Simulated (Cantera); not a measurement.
Charge: 1 mol Cu, 14 mol CO, 120 mol H2, at 10.0 mbar.

Method: chemical equilibrium by Gibbs-energy minimisation in Cantera with the NASA 1993 tables (ideal gas, pure condensed phases). Candidate condensed phases: C, C6H6, C7H8, C8H18, Cu, CuO, Cu(OH)2, Cu2O, H2O; 113 gas species. Kinetics and transport are ignored.

Q: What share of the Cu ends up in condensed phases as a function of T (K), at 1250, 1300, 1350, 1400, 1450, 1500, 1550, 1600, 1650, 1700, 1750, 1800, 1850, 1900?

A: 
| T (K) | Cu condensed (%) | as |
|---|---|---|
| 1250 | 99.9 | Cu(s) |
| 1300 | 99.8 | Cu(s) |
| 1350 | 99.3 | Cu(s) |
| 1400 | 98.2 | Cu(l) |
| 1450 | 95.4 | Cu(l) |
| 1500 | 89.0 | Cu(l) |
| 1550 | 75.0 | Cu(l) |
| 1600 | 46.4 | Cu(l) |
| 1650 | 0.0 | - |
| 1700 | 0.0 | - |
| 1750 | 0.0 | - |
| 1800 | 0.0 | - |
| 1850 | 0.0 | - |
| 1900 | 0.0 | - |
